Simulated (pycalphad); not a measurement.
Computed with pycalphad from the COST 507 light-alloy database (1999), at 1 atm. The data set is of 1999 and partly superseded.

Molar enthalpy of Al-13.51Si-1.21Mn (at.%) in equilibrium (SER reference):

```
T (K)  H (kJ/mol)                             phases
-----  ----------  ---------------------------------
1850        60.11                             liquid
1770        57.60                             liquid
1690        55.10                             liquid
1610        52.59                             liquid
1530        50.08                             liquid
1450        47.57                             liquid
1370        45.07                             liquid
1290        42.56                             liquid
1210        40.06                             liquid
1130        37.57                             liquid
1050        35.08                             liquid
1010        33.83                             liquid
970         32.59                             liquid
890         29.04              liquid + ALMNSI_ALPHA
810         12.71  fcc + diamond (Si) + ALMNSI_ALPHA
770         11.38  fcc + diamond (Si) + ALMNSI_ALPHA
730         10.10  fcc + diamond (Si) + ALMNSI_ALPHA
650          7.69  fcc + diamond (Si) + ALMNSI_ALPHA
570          5.41  fcc + diamond (Si) + ALMNSI_ALPHA
```

Cooling from 970 K to 810 K, across the freezing range, releases 19.9 kJ/mol, or 724 J/g. The slope is 31 J/(mol K) in the liquid and 33 J/(mol K) just below the solidus, where it includes any heat of precipitation. Liquidus 945 K, solidus 849 K. Changes were sought between steps of 40 K, so a narrower field can be missed.

Database names, with the compositions (at.%) that they take in these runs: ALMNSI_ALPHA: Al 70 Mn 17 Si 12.
